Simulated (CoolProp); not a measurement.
A simple Rankine cycle with the fluoroketone C6F12O (FK-5-1-12): condensing at 323.15 K, boiler at 1.29 MPa, turbine inlet 462.2 K, turbine efficiency 0.65, pump efficiency 0.8, no recuperator. Each further row changes one setting.

The numbers come from the reference Helmholtz-energy equation of state, McLinden 2015 in CoolProp.

```csv
case,thermal efficiency (%),net work (kJ/kg),heat in (kJ/kg),turbine exit temperature (K),volume ratio over the turbine
as stated,7.8,16.3,210,434.7,14.8
turbine inlet 482.2 K,[?],[?],232,455.7,14.1
condensing temperature 315.15 K,8.4,18.3,218,432.4,19.7
boiler pressure 0.903 MPa,6.9,14.7,[?],440.6,9.54
turbine efficiency 0.55,6.5,13.6,210,437.3,14.9
```

Task: What belongs in the gaps?

Result: 
- turbine inlet 482.2 K, thermal efficiency (%): 7.5
- turbine inlet 482.2 K, net work (kJ/kg): 17.4
- boiler pressure 0.903 MPa, heat in (kJ/kg): 214
